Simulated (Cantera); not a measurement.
Source: NASA polynomial tables (part measured, part estimated), evaluated in Cantera. Values are per mole of reaction as written; species without (g) are pure solids or liquids, kept so even where they would boil at 1 bar. The tables' values for BOCl are old estimates.

O2(g) + 4 BOCl(g) ⇌ 2 B2O3(g) + 2 Cl2(g)

```tsv
T (K)	ΔH° (kJ)	ΔS° (J/K)	ΔG° (kJ)	log10 K
300	…	…	…	…
800	…	…	…	…
900	-408.3	-144.7	-278.1	16.14
1000	-408.2	-144.6	-263.6	13.77
1100	-408.1	-144.5	-249.2	11.83
1200	-408.0	-144.4	-234.7	10.22
1300	-407.8	-144.3	-220.3	8.85
1400	…	…	…	…
```

**Question.** Fill in the missing entries.

**Answer.** 
- 300, ΔH° (kJ): -406.8
- 300, ΔS° (J/K): -141.2
- 300, ΔG° (kJ): -364.4
- 300, log10 K: 63.45
- 800, ΔH° (kJ): -408.3
- 800, ΔS° (J/K): -144.7
- 800, ΔG° (kJ): -292.5
- 800, log10 K: 19.10
- 1400, ΔH° (kJ): -407.6
- 1400, ΔS° (J/K): -144.1
- 1400, ΔG° (kJ): -205.9
- 1400, log10 K: 7.68
